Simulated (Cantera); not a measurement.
Source: NASA polynomial tables (part measured, part estimated), evaluated in Cantera. Values are per mole of reaction as written; species without (g) are pure solids or liquids, kept so even where they would boil at 1 bar.

Task: Between 2700 and 2800 K, where is each reaction favourable under standard conditions?
- AlBr3(g) + NH3(g) ⇌ N(g) + 3 HBr(g) + Al

Result: 
- AlBr3(g) + NH3(g) ⇌ N(g) + 3 HBr(g) + Al: ΔG° is 117 kJ at 2700 K and 90 kJ at 2800 K; it stays positive (K < 1). ΔH° is 852 kJ and ΔS° 272 J/K at 2800 K.
